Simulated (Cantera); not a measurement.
An isothermal, constant-pressure homogeneous reactor starts with NO : N2 = 1 : 4.3 (molar parts), at 1575 K and 0.270 bar. Integrator tolerance rtol = 1e-08.

Model: GRI-Mech 3.0 (53 species, 325 reactions), integrated in Cantera.

What does this change do: temperature 1575 to 2073 K?


```tsv
quantity	before	after
x(NO) at 8.00 s	0.185 (gas-phase equilibrium 0.00125)	0.00803 (gas-phase equilibrium 0.00656)
x(N2) at 8.00 s	0.813 (gas-phase equilibrium 0.905)	0.901 (gas-phase equilibrium 0.902)
x(N2O) at 8.00 s	1.18e-5 (gas-phase equilibrium 4.17e-8)	2.12e-7 (gas-phase equilibrium 2.04e-7)
x(NO2) at 8.00 s	4.81e-5 (gas-phase equilibrium 1.86e-6)	4.18e-6 (gas-phase equilibrium 3.43e-6)
x(O2) at 8.00 s	0.00175 (gas-phase equilibrium 0.0937)	0.0900 (gas-phase equilibrium 0.0907)
x(O) at 8.00 s	1.19e-6 (gas-phase equilibrium 6.35e-6)	0.000667 (gas-phase equilibrium 0.000670)
```

What does this change do: temperature 1575 to 1900 K?


```json
[
 {"quantity": "x(NO) at 8.00 s", "before": "0.185 (gas-phase equilibrium 0.00125)", "after": "0.0967 (gas-phase equilibrium 0.00408)"},
 {"quantity": "x(N2) at 8.00 s", "before": "0.813 (gas-phase equilibrium 0.905)", "after": "0.857 (gas-phase equilibrium 0.904)"},
 {"quantity": "x(N2O) at 8.00 s", "before": "1.18e-5 (gas-phase equilibrium 4.17e-8)", "after": "3.88e-6 (gas-phase equilibrium 1.29e-7)"},
 {"quantity": "x(NO2) at 8.00 s", "before": "4.81e-5 (gas-phase equilibrium 1.86e-6)", "after": "4.86e-5 (gas-phase equilibrium 2.89e-6)"},
 {"quantity": "x(O2) at 8.00 s", "before": "0.00175 (gas-phase equilibrium 0.0937)", "after": "0.0459 (gas-phase equilibrium 0.0922)"},
 {"quantity": "x(O) at 8.00 s", "before": "1.19e-6 (gas-phase equilibrium 6.35e-6)", "after": "0.000126 (gas-phase equilibrium 0.000175)"}
]
```
